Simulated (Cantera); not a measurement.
A closed system holds: 1 mol PbO, 2500 mol H2, 65 mol N2, at 1.00 bar.

Method: chemical equilibrium by Gibbs-energy minimisation in Cantera with the NASA 1993 tables (ideal gas, pure condensed phases). Candidate condensed phases: H2O, Pb, PbO, PbO2, Pb3O4; 27 gas species. Equilibrium is a limit: real reactors are often held back by kinetics, nucleation or transport. All values below are at 1277 °C.

Base state: H2 0.974, N2 0.0253, H2O 0.000390, Pb 0.000390, H 3.11e-5 (mole fractions); condensed: gas only.

What changes in the equilibrium state with this change: pressure from 1.00 bar to 93.0 Pa?


```
species    before     after
-------  --------  --------
H2          0.974     0.973
N2         0.0253    0.0253
H         3.11e-5   0.00102
Pb       0.000390  0.000390
H2O      0.000390  0.000389
```
